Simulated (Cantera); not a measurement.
Input: 1 mol C2F6, 3.3 mol H2, held at 2773.15 K and 0.100 bar.

Cantera equilibrium calculation (NASA polynomials, part measured and part estimated; ideal gas, pure solids and liquids). The feed counts by its element totals alone. Kinetics and transport are ignored.

| species | before | after |
|---|---|---|
| HF | 0.925 | 0.952 |
| H2 | 0.0285 | 0.0476 |
| H | 0.0397 | 1.63e-5 |
| F | 0.00511 | 1.07e-8 |
| CF | 0.000354 | <1e-9 |
| C3 | 0.000226 | <1e-9 |
| C2H | 0.000146 | <1e-9 |
| CF2 | 5.28e-5 | <1e-9 |
| C | 4.90e-5 | <1e-9 |
| C(graphite), mol | 1.98 | 2.00 |
Gas species are given as mole fractions.

Task: What was changed between the two runs?
A) pressure from 0.100 bar to 10.0 mbar
B) C2F6 replaced by CH2F2
C) temperature from 2773.15 K to 1525 K
D) H2 from 3.3 to 9.6 mol

Result: C, temperature from 2773.15 K to 1525 K
